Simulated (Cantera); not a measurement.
An isothermal, constant-pressure homogeneous reactor starts with CH3OH : O2 : N2 = 0.02 : 0.028 : 1 (molar parts), equivalence ratio 1.1, at 1125 K and 1.20 bar.

Detailed kinetics in Cantera: GRI-Mech 3.0 (53 species, 325 reactions). GRI-Mech 3.0 was tuned for natural gas; its chemistry of methanol as a main component is partial and can be far from experiment. The temperature is held fixed by assumption; the heat of reaction is taken as removed at once.

x: mole fraction; the columns are a selection and need not sum to one.

| t (s) | x CH3OH | x O2 | x N2O | x CH4 | x H2O2 | x C2H4 |
|---|---|---|---|---|---|---|
| 2.00e-5 | 0.0191 | 0.0267 | <1e-12 | 3.72e-11 | <1e-12 | <1e-12 |
| 9.02e-5 | 0.0191 | 0.0267 | <1e-12 | 6.87e-10 | <1e-12 | <1e-12 |
| 0.000407 | 0.0191 | 0.0267 | <1e-12 | 9.44e-9 | 1.23e-11 | <1e-12 |
| 0.00184 | 0.0191 | 0.0267 | 1.01e-12 | 6.87e-8 | 9.26e-10 | <1e-12 |
| 0.00829 | 0.0191 | 0.0267 | 2.11e-11 | 3.25e-7 | 3.18e-8 | 1.65e-12 |
| 0.0374 | 0.0190 | 0.0267 | 5.09e-10 | ? | ? | 5.86e-12 |
| 0.169 | <1e-12 | ? | ? | 9.55e-12 | 5.14e-10 | <1e-12 |
| 0.762 | <1e-12 | 3.87e-9 | 1.84e-9 | 6.29e-12 | 7.20e-12 | <1e-12 |
| 3.44 | <1e-12 | 2.87e-10 | 5.25e-9 | 5.92e-12 | <1e-12 | <1e-12 |
| 15.5 | <1e-12 | 3.80e-11 | 4.95e-9 | 5.88e-12 | <1e-12 | <1e-12 |
| 70.0 | <1e-12 | <1e-12 | 1.28e-9 | 5.84e-12 | <1e-12 | <1e-12 |

**Question.** Complete the blanks.

**Answer.** 
- 0.0374, x CH4: 1.19e-6
- 0.0374, x H2O2: 1.88e-6
- 0.169, x O2: 2.43e-7
- 0.169, x N2O: 1.64e-9
